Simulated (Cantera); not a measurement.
A Cantera script and what it prints.

```python
import numpy as np
import cantera as ct

gas_names = """
    O2 CL2
""".split()
cond_names = """
    Sr(L) SrCL2(L) SrO(s)
""".split()


def load(file, names, dense=False):
    # The tables refer to 1 bar. Condensed volumes are neglected.
    table = {s.name: s for s in ct.Species.list_from_file(file)}
    out = []
    for n in names:
        d = dict(table[n].input_data)
        d["thermo"] = dict(d["thermo"], **{"reference-pressure": 1e5})
        if dense:
            d["equation-of-state"] = {"model": "constant-volume", "density": "1e6 g/cm^3"}
        out.append(ct.Species.from_dict(d))
    return out


species = {s.name: s for s in load("nasa_gas.yaml", gas_names) + load("nasa_condensed.yaml", cond_names)}
T = 1475
g = {n: (s.thermo.h(T) - T * s.thermo.s(T)) / (ct.gas_constant * T * np.log(10)) for n, s in species.items()}
valid = cond_names  # the entries whose range holds T


def stable(la, lb):
    # potentials (over RT ln 10) of the two non-metals from log10 p(O2) and log10 p(CL2) in bar
    mu = {}
    mu["O"] = (g["O2"] + la) / 2
    mu["Cl"] = (g["CL2"] + lb) / 2
    cost = {}
    for n in valid:
        c = species[n].composition
        cost[n] = (g[n] - sum(c.get(e, 0) * m for e, m in mu.items())) / c["Sr"]
    return min(cost, key=cost.get)


results = []
for lb in [1, 0, -1, -2, -3, -4, -5, -6, -7, -8, -9]:
    row = [stable(la, lb) for la in [-16, -14.8, -13.5, -12.3, -11.1, -9.8, -8.6, -7.4, -6.2, -4.9, -3.7, -2.5, -1.2, 0]]
    results.append(row)
    print(f"{lb:6.1f}  " + " ".join(f"{valid.index(n):x}" for n in row))
print("key: " + ", ".join(f"{i:x} {n}" for i, n in enumerate(valid)))
```

It prints:

```
   1.0  1 1 1 1 1 1 1 1 1 1 1 1 1 1
   0.0  1 1 1 1 1 1 1 1 1 1 1 1 1 1
  -1.0  1 1 1 1 1 1 1 1 1 1 1 1 1 1
  -2.0  1 1 1 1 1 1 1 1 1 1 1 1 1 1
  -3.0  1 1 1 1 1 1 1 1 1 1 1 1 1 1
  -4.0  1 1 1 1 1 1 1 1 1 1 1 1 1 1
  -5.0  1 1 1 1 1 1 1 1 1 1 1 1 1 1
  -6.0  1 1 1 1 1 1 1 1 1 1 1 1 1 1
  -7.0  1 1 1 1 1 1 1 1 1 1 1 1 2 2
  -8.0  1 1 1 1 1 1 1 1 1 1 2 2 2 2
  -9.0  1 1 1 1 1 1 1 1 1 2 2 2 2 2
key: 0 Sr(L), 1 SrCL2(L), 2 SrO(s)
```

Standard-state values (1 bar) from the NASA 1993 polynomials, evaluated with Cantera. Not in the tables: the peroxide, oxide halides.
